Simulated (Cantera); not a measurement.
A perfectly stirred reactor is fed with H₂ : O₂ : N₂ = 0.42 : 1 : 2.7 (molar parts), equivalence ratio 0.21, at 100.0 Torr; it is held at 1225 K, and followed from long to short residence time.

Detailed kinetics in Cantera: GRI-Mech 3.0 (53 species, 325 reactions). The temperature is held fixed by assumption; the heat of reaction is taken as removed at once.

x: mole fraction; the columns are a selection and need not sum to one.

```
τ (s)       x H₂   x O₂     x NO       x O        x OH    x N₂O
------  --------  -----  -------  --------  ----------  -------
3.4      5.67e-5  0.202  3.26e-7   6.86e-5  (withheld)  2.05e-7
1.5      9.68e-5  0.202  2.54e-7  0.000119  (withheld)  1.84e-7
0.63    0.000170  0.202  2.12e-7  0.000214  (withheld)  1.59e-7
0.27    0.000292  0.202  2.10e-7  0.000376  (withheld)  1.34e-7
0.11    0.000516  0.202  2.62e-7  0.000680  (withheld)  1.09e-7
0.049   0.000851  0.201  3.72e-7   0.00115  (withheld)  8.88e-8
0.021    0.00143  0.201  5.78e-7   0.00197  (withheld)  6.98e-8
0.0089   0.00238  0.201  9.11e-7   0.00332  (withheld)  5.36e-8
0.0038   0.00391  0.200  1.37e-6   0.00543  (withheld)  4.04e-8
0.0016   0.00638  0.199  1.85e-6   0.00852  (withheld)  2.97e-8
```

**Question.** What belongs in the gaps?

**Answer.** 
- 3.4, x OH: 0.000251
- 1.5, x OH: 0.000329
- 0.63, x OH: 0.000441
- 0.27, x OH: 0.000586
- 0.11, x OH: 0.000796
- 0.049, x OH: 0.00105
- 0.021, x OH: 0.00141
- 0.0089, x OH: 0.00190
- 0.0038, x OH: 0.00253
- 0.0016, x OH: 0.00331
